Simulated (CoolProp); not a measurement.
Saturated liquid density (kg/m³) of CH3F (R41): the reference equation beside estimates from Tc = 44.1 °C, pc = 5906 kPa, ω = 0.200.

The numbers come from the reference Helmholtz-energy equation of state, Lemmon 2006 in CoolProp. It is a short technical equation, of lower accuracy than the large ones.

| T (°C) | reference | van der Waals | Redlich-Kwong |
|---|---|---|---|
| -105.15 | 934.8 | 491.1 | 727.8 |
| -96.15 | 917.2 | 482.8 | 713.7 |
| -87.15 | 899.2 | 474.0 | 698.9 |
| -78.05 | 880.5 | 464.8 | 683.0 |
| -69.05 | 861.4 | 455.3 | 666.5 |
| -59.95 | 841.4 | 445.3 | 648.8 |
| -50.95 | 820.7 | 434.8 | 630.3 |
| -41.95 | 799.1 | 423.7 | 610.6 |
| -32.85 | 776.1 | 411.9 | 589.4 |

Absolute difference from the reference over all 9 rows, mean and median: van der Waals 47.2 and 47.1 %, Redlich-Kwong 22.8 and 22.6 %.
